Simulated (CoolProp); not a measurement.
R1233zd(E) along the isotherm -19.95 °C: Z from the reference equation and from simpler models built on Tc = 165.7 °C, pc = 35.83 bar, ω = 0.304; each cubic takes its own stable root.

Model: reference Helmholtz-energy equation of state, Akasaka 2022, in CoolProp.

```
p (bar)   phase  reference
-------  ------  ---------
0.283    liquid   0.001285
0.441    liquid   0.002002
0.687    liquid   0.003118
1.07     liquid   0.004856
1.66     liquid   0.007534
2.59     liquid    0.01175
4.04     liquid    0.01833
6.29     liquid    0.02853
9.79     liquid    0.04438
15.2     liquid    0.06885
23.7     liquid     0.1072
36.9     liquid     0.1667
57.5     liquid     0.2590
89.6     liquid     0.4020
```

Task: How far does each simpler model (van der Waals, Redlich-Kwong, Soave-Redlich-Kwong) lie from the reference over these 14 states: mean and median of the absolute difference, and the worst?

Result: 
- van der Waals: mean 13608.0 %, median 70.1 %, worst +77067.3 % at -19.95 °C and 0.283 bar
- Redlich-Kwong: mean 8987.9 %, median 15.3 %, worst +76763.8 % at -19.95 °C and 0.283 bar
- Soave-Redlich-Kwong: mean 11.4 %, median 11.4 %, worst +11.4 % at -19.95 °C and 0.283 bar

At some of these states van der Waals, Redlich-Kwong gives the other phase, because its saturation line lies elsewhere.
